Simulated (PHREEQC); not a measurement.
Dissolve 0.0024 mol ZnCl2, 9.1e-05 mol NaOH and 0.0029 mol HCl per kg of water at 25 °C. Closed to the air; pH follows from the charge balance.

All values are PHREEQC results (ion-association model, phreeqc.dat), not measurements.

Q: The ionic strength comes out as 0.0100 mol/kgw. What activity coefficients do Zn+2, ZnCl+, Cl-, H+, Na+ get?

A: Zn+2 0.67, ZnCl+ 0.90, Cl- 0.90, H+ 0.91, Na+ 0.90.

Precipitation was switched off in this run.
